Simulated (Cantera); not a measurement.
An isothermal, constant-pressure homogeneous reactor starts with CH4 : N2 = 1 : 3 (molar parts), at 1698 K and 0.488 Torr. Integrator tolerance rtol = 1e-08.

Computed with Cantera and GRI-Mech 3.0 (53 species, 325 reactions). GRI-Mech 3.0 stops at C3 and has no aromatics, soot or wall deposition, so with more carbon than oxygen in the feed, carbon stays in small species such as C2H2 where larger ones or solid carbon would form. Radical loss at walls, strong at low pressure, is not modelled.

### Question
What does this change do: CH4 1 to 0.34 parts?

### Answer
| quantity | before | after |
|---|---|---|
| x(CH4) at 8.00 s | 0.0262 (gas-phase equilibrium 3.09e-6) | 0.0199 (gas-phase equilibrium 5.22e-7) |
| x(H2) at 8.00 s | 0.267 (gas-phase equilibrium 0.298) | 0.110 (gas-phase equilibrium 0.137) |
| x(C2H2) at 8.00 s | 0.0889 (gas-phase equilibrium 0.0514) | 0.0365 (gas-phase equilibrium 0.0150) |
| x(HCN) at 8.00 s | 1.75e-6 (gas-phase equilibrium 0.0969) | 1.64e-6 (gas-phase equilibrium 0.0624) |
| x(C2H) at 8.00 s | 8.57e-7 (gas-phase equilibrium 2.97e-6) | 3.79e-7 (gas-phase equilibrium 1.27e-6) |
| x(H) at 8.00 s | 0.000467 (gas-phase equilibrium 0.00312) | 0.000207 (gas-phase equilibrium 0.00212) |
| x(CH2) at 8.00 s | 1.37e-6 (gas-phase equilibrium 7.06e-9) | 1.17e-6 (gas-phase equilibrium 2.59e-9) |

### Question
What does this change do: CH4 1 to 0.33 parts?

### Answer
| quantity | before | after |
|---|---|---|
| x(CH4) at 8.00 s | 0.0262 (gas-phase equilibrium 3.09e-6) | 0.0197 (gas-phase equilibrium 4.93e-7) |
| x(H2) at 8.00 s | 0.267 (gas-phase equilibrium 0.298) | 0.107 (gas-phase equilibrium 0.134) |
| x(C2H2) at 8.00 s | 0.0889 (gas-phase equilibrium 0.0514) | 0.0354 (gas-phase equilibrium 0.0144) |
| x(HCN) at 8.00 s | 1.75e-6 (gas-phase equilibrium 0.0969) | 1.63e-6 (gas-phase equilibrium 0.0613) |
| x(C2H) at 8.00 s | 8.57e-7 (gas-phase equilibrium 2.97e-6) | 3.69e-7 (gas-phase equilibrium 1.24e-6) |
| x(H) at 8.00 s | 0.000467 (gas-phase equilibrium 0.00312) | 0.000202 (gas-phase equilibrium 0.00209) |
| x(CH2) at 8.00 s | 1.37e-6 (gas-phase equilibrium 7.06e-9) | 1.17e-6 (gas-phase equilibrium 2.51e-9) |
